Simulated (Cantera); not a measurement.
**Thermodynamics of oxide etching and cleaning by halides, feed CuO + F2 + N2**

Input: 1 mol CuO, 0.82 mol F2, 1.9 mol N2, at 1398 K and 100 Torr.

Cantera equilibrium calculation (NASA polynomials, part measured and part estimated; ideal gas, pure solids and liquids). Candidate condensed phases: Cu, CuF2, CuO, Cu2O; 22 gas species. Mutual solubility and eutectic melting of coexisting phases are not modelled. Equilibrium is a limit: real reactors are often held back by kinetics, nucleation or transport.

```yaml
x(N2): 0.644
x(O2): 0.163
x(CuF2): 0.119
x(CuF): 0.0735
x(NO): 0.000571
x(F): 9.27e-6
x(Cu): 1.45e-6
x(NO2): 1.38e-6
x(O): 1.01e-6
n(CuF2(l)): 0.362 mol
n(Cu2O(s)): 0.0358 mol
gas_amount: 2.949 mol
log10 activity of Cu(l) (absent): -0.83
```
